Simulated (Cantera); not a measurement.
A perfectly stirred reactor is fed with CH4 : O2 : N2 = 0.02 : 0.0026 : 1 (molar parts), at 11300 Torr; it is held at 1523 K, and followed from long to short residence time.

Detailed kinetics in Cantera: GRI-Mech 3.0 (53 species, 325 reactions). GRI-Mech 3.0 stops at C3 and has no aromatics, soot or wall deposition, so with more carbon than oxygen in the feed, carbon stays in small species such as C2H2 where larger ones or solid carbon would form. The pressure lies above the range GRI-Mech 3.0 was tuned for (to about 10 atm).

Problem. What does this change do: 0.0053 parts H2 added?

Solution. 
```tsv
quantity	before	after
x(CH4) at τ = 1.20 s	0.00630	0.00676
x(O2) at τ = 1.20 s	1.76e-5	1.60e-5
x(CH3) at τ = 1.20 s	5.39e-6	5.26e-6
x(NO) at τ = 1.20 s	6.77e-11	4.95e-11
x(C2H6) at τ = 1.20 s	5.32e-6	5.04e-6
x(CH4) at τ = 16.0 ms	0.0158	0.0161
x(O2) at τ = 16.0 ms	0.00121	0.00102
x(CH3) at τ = 16.0 ms	2.36e-5	2.07e-5
x(NO) at τ = 16.0 ms	7.09e-10	7.78e-10
x(C2H6) at τ = 16.0 ms	0.000109	7.75e-5
```
